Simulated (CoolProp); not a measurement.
n-undecane along the isobar 2.95 MPa: density (kg/m³) from the reference equation and from simpler models built on Tc = 365.7 °C, pc = 1.990 MPa, ω = 0.539; each cubic takes its own stable root.

Model: reference Helmholtz-energy equation of state, Aleksandrov 2011, in CoolProp. It is a short technical equation, of lower accuracy than the large ones.

```json
[
 {"T (°C)": "71.05", "phase": "liquid", "reference": "704.3", "van der Waals": "384.3", "Redlich-Kwong": "562.5", "Soave-Redlich-Kwong": "590.9", "Peng-Robinson": "663.5"},
 {"T (°C)": "81.05", "phase": "liquid", "reference": "696.8", "van der Waals": "381.2", "Redlich-Kwong": "557.1", "Soave-Redlich-Kwong": "586.4", "Peng-Robinson": "658.7"},
 {"T (°C)": "91.15", "phase": "liquid", "reference": "689.2", "van der Waals": "378.1", "Redlich-Kwong": "551.4", "Soave-Redlich-Kwong": "581.6", "Peng-Robinson": "653.6"},
 {"T (°C)": "101.15", "phase": "liquid", "reference": "681.7", "van der Waals": "375.0", "Redlich-Kwong": "545.7", "Soave-Redlich-Kwong": "576.7", "Peng-Robinson": "648.4"},
 {"T (°C)": "111.15", "phase": "liquid", "reference": "674.1", "van der Waals": "371.8", "Redlich-Kwong": "539.8", "Soave-Redlich-Kwong": "571.6", "Peng-Robinson": "642.9"},
 {"T (°C)": "121.15", "phase": "liquid", "reference": "666.4", "van der Waals": "368.5", "Redlich-Kwong": "533.8", "Soave-Redlich-Kwong": "566.4", "Peng-Robinson": "637.2"},
 {"T (°C)": "131.25", "phase": "liquid", "reference": "658.6", "van der Waals": "365.2", "Redlich-Kwong": "527.6", "Soave-Redlich-Kwong": "560.8", "Peng-Robinson": "631.2"},
 {"T (°C)": "141.25", "phase": "liquid", "reference": "650.8", "van der Waals": "361.8", "Redlich-Kwong": "521.3", "Soave-Redlich-Kwong": "555.1", "Peng-Robinson": "625.0"},
 {"T (°C)": "151.25", "phase": "liquid", "reference": "643.0", "van der Waals": "358.3", "Redlich-Kwong": "514.8", "Soave-Redlich-Kwong": "549.1", "Peng-Robinson": "618.6"},
 {"T (°C)": "161.35", "phase": "liquid", "reference": "634.9", "van der Waals": "354.8", "Redlich-Kwong": "508.1", "Soave-Redlich-Kwong": "542.9", "Peng-Robinson": "611.8"},
 {"T (°C)": "171.35", "phase": "liquid", "reference": "626.8", "van der Waals": "351.2", "Redlich-Kwong": "501.3", "Soave-Redlich-Kwong": "536.4", "Peng-Robinson": "604.7"},
 {"T (°C)": "181.35", "phase": "liquid", "reference": "618.5", "van der Waals": "347.5", "Redlich-Kwong": "494.3", "Soave-Redlich-Kwong": "529.6", "Peng-Robinson": "597.3"},
 {"T (°C)": "191.35", "phase": "liquid", "reference": "610.1", "van der Waals": "343.7", "Redlich-Kwong": "487.1", "Soave-Redlich-Kwong": "522.6", "Peng-Robinson": "589.6"},
 {"T (°C)": "201.45", "phase": "liquid", "reference": "601.5", "van der Waals": "339.8", "Redlich-Kwong": "479.6", "Soave-Redlich-Kwong": "515.2", "Peng-Robinson": "581.4"}
]
```
